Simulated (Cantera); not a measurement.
What does this Cantera script print?

```python
import numpy as np
import cantera as ct

gas_names = """
    CH3 TiO H2O2 CH4
""".split()
cond_names = """
    Ti4O7(s) Ti4O7(L)
""".split()


def load(file, names, dense=False):
    # The tables refer to 1 bar. Condensed volumes are neglected.
    table = {s.name: s for s in ct.Species.list_from_file(file)}
    out = []
    for n in names:
        d = dict(table[n].input_data)
        d["thermo"] = dict(d["thermo"], **{"reference-pressure": 1e5})
        if dense:
            d["equation-of-state"] = {"model": "constant-volume", "density": "1e6 g/cm^3"}
        out.append(ct.Species.from_dict(d))
    return out


species = {s.name: s for s in load("nasa_gas.yaml", gas_names) + load("nasa_condensed.yaml", cond_names)}
# Each term lists the table entries of one substance; the one whose range holds T is used.
reactions = {
    '6 CH3(g) + 8 TiO(g) + 3 H2O2(g) = 6 CH4(g) + 2 Ti4O7':
        [(-6, ['CH3']), (-8, ['TiO']), (-3, ['H2O2']), (6, ['CH4']), (2, ['Ti4O7(s)', 'Ti4O7(L)'])],
}


def pick(names, T):
    return next(species[n] for n in names if species[n].thermo.min_temp <= T <= species[n].thermo.max_temp)


results = []
for label, terms in reactions.items():
    print(label)
    print("     T/K   dH/kJ  dS/(J/K)   dG/kJ   log10 K")
    for T in [600, 625, 650, 675, 700, 725, 750, 775, 800, 825, 850]:
        used = [(nu, pick(names, T)) for nu, names in terms]
        dH = sum(nu * s.thermo.h(T) for nu, s in used) / 1e6
        dS = sum(nu * s.thermo.s(T) for nu, s in used) / 1e3
        dG = dH - T * dS / 1e3
        logK = -dG * 1e6 / (ct.gas_constant * T * np.log(10))
        results.append((label, T, dH, dS, dG, logK, [s.name for _, s in used]))
        print(f"{T:8g} {dH:8.1f} {dS:8.1f} {dG:8.1f} {logK:8.2f}")
```

Output:

```
6 CH3(g) + 8 TiO(g) + 3 H2O2(g) = 6 CH4(g) + 2 Ti4O7
     T/K   dH/kJ  dS/(J/K)   dG/kJ   log10 K
     600  -8141.8  -2171.7  -6838.8   595.36
     625  -8138.7  -2166.6  -6784.6   567.01
     650  -8135.5  -2161.6  -6730.5   540.86
     675  -8132.2  -2156.5  -6676.5   516.65
     700  -8128.7  -2151.5  -6622.7   494.18
     725  -8125.1  -2146.4  -6568.9   473.27
     750  -8121.4  -2141.4  -6515.3   453.76
     775  -8117.6  -2136.4  -6461.9   435.52
     800  -8113.6  -2131.4  -6408.5   418.43
     825  -8109.6  -2126.4  -6355.3   402.38
     850  -8105.5  -2121.5  -6302.2   387.28
```

Standard-state values (1 bar) from the NASA 1993 polynomials, evaluated with Cantera. Condensed species are held in their standard states even where they would react or evaporate.
